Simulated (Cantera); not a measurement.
Cantera run:

```python
import numpy as np
import cantera as ct

gas_names = """
    CL CL2 H HCL H2 Mg MgCL MgCL2 MgH Mg2
""".split()
cond_names = """
    Mg(cr) Mg(L) MgCL2(s) MgCL2(L)
""".split()


# ... load() reads the species with a 1 bar reference pressure and builds the phases ...
atoms = {
    'MgCl2': {'Mg': 1, 'CL': 2},
    'H2': {'H': 2},
}
top_T = {}  # K; cautious upper limits of use, not melting points


# ... equilibrate(T, P, feed) seeds the gas with the atoms and calls Mixture.equilibrate('TP', solver="vcs", rtol=1e-11, max_steps=5000) ...
results = []
feed = {'MgCl2': 1, 'H2': 130}  # mol
P = 133.322  # Pa
for T in [1623, 1673, 1723, 1773, 1823, 1873, 1923, 1973, 2023]:
    mix = equilibrate(T, P, feed)
    results.append((T, P, feed, dict(zip(mix.species_names, mix.species_moles))))

top = {s: max(r[3][s] / sum(r[3][g] for g in gas_names) for r in results) for s in gas_names}
cols = sorted((s for s in top if top[s] > 1e-06), key=lambda s: -top[s])[:6]
seen = [c for c in cond_names if any(r[3].get(c, 0) > 1e-12 for r in results)]
print("log10 of partial pressures in bar; condensed amounts in mol")
print(f"{'T/K':>10s}" + "".join(f"{s[:9]:>10s}" for s in cols + seen))
for T, P, feed, n in results:
    ng = sum(n[g] for g in gas_names)
    print(f"{T:10.4g}" + "".join(f"{np.log10(max(n[s] / ng * P / 1e5, 1e-99)):10.3f}" for s in cols)
          + "".join(f"{n.get(c, 0):10.4g}" for c in seen))
```

Result:

```
log10 of partial pressures in bar; condensed amounts in mol
       T/K        H2         H       HCL        Mg     MgCL2        CL
      1623    -2.885    -5.603    -4.761    -5.063    -5.861    -7.582
      1673    -2.886    -5.386    -4.733    -5.035    -6.107    -7.341
      1723    -2.887    -5.183    -4.717    -5.018    -6.371    -7.124
      1773    -2.888    -4.990    -4.710    -5.010    -6.640    -6.926
      1823    -2.890    -4.808    -4.708    -5.006    -6.907    -6.743
      1873    -2.893    -4.637    -4.708    -5.004    -7.167    -6.573
      1923    -2.896    -4.474    -4.711    -5.005    -7.418    -6.413
      1973    -2.901    -4.320    -4.716    -5.006    -7.661    -6.262
      2023    -2.908    -4.175    -4.724    -5.009    -7.897    -6.121
```

Cantera equilibrium calculation (NASA polynomials, part measured and part estimated; ideal gas, pure solids and liquids).
